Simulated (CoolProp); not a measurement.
The fluid at 293.15 K and 0.433 MPa flows at 0.091 m/s in a round tube of 50 mm bore and 0.25 µm roughness, fully developed (64/Re and Nu = 3.66 if laminar; Colebrook and Gnielinski if turbulent). The same conditions are run with several fluids, on thermodynamics alone (safety and materials aside).

Computed with CoolProp (reference Helmholtz-energy equation of state of each fluid (normal hydrogen: Leachman 2009; sulfur hexafluoride: Guder 2009; dry air: Lemmon 2000; nitrogen: Span 2000)). Blends and air are pseudo-pure fits.

| fluid | Reynolds number | Darcy friction factor | pressure drop (Pa/m) | heat-transfer coefficient (W/(m² K)) | mass flow (kg/h) |
|---|---|---|---|---|---|
| normal hydrogen | 185 | 0.346 | 0.0102 | 13.5 | 0.230 |
| sulfur hexafluoride | 8280 | 0.0325 | 0.0737 | 6.80 | 17.6 |
| dry air | 1280 | 0.0498 | 0.0213 | 1.90 | 3.32 |
| nitrogen | 1290 | 0.0497 | 0.0205 | 1.87 | 3.20 |

Transport values come from each fluid's own correlations.
